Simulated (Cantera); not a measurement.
Thermodynamics of silicon oxide and oxynitride deposition, feed SiH4 + O2 + H2

A closed system holds: 1 mol SiH4, 0.41 mol O2, 10 mol H2, held at 2123.15 K and 0.133 bar.

Method: chemical equilibrium by Gibbs-energy minimisation in Cantera with the NASA 1993 tables (ideal gas, pure condensed phases). Candidate condensed phases: H2O, Si, SiO2; 18 gas species. Gases not in the tables: Si2H6 and higher silanes. Kinetics and transport are ignored.

```yaml
x(H2): 0.925
x(SiO): 0.0636
x(H): 0.00946
x(Si): 0.00128
x(SiH): 0.000232
x(SiH2): 0.000190
x(Si2): 1.75e-5
x(H2O): 4.01e-6
x(Si3): 3.54e-6
n(Si(l)): 0.158 mol
gas_amount: 12.90 mol
```
